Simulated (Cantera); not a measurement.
Input: 1 mol toluene, 0.21 mol NH3, 0.045 mol H2O, equilibrated at 1 atm.

Equilibrium computed with Cantera from the NASA thermochemical tables; the gas is ideal and each condensed phase is pure. Candidate condensed phases: C, C6H6, C7H8, C8H18, H2O; 136 gas species. Rates play no part.

Question: At 1800 °C, list the 5 most abundant gas species with their mole fractions, and the condensed phases.

Answer: H2 0.961, N2 0.0218, CO 0.00997, HCN 0.00281, H 0.00256. Condensed: C(graphite).
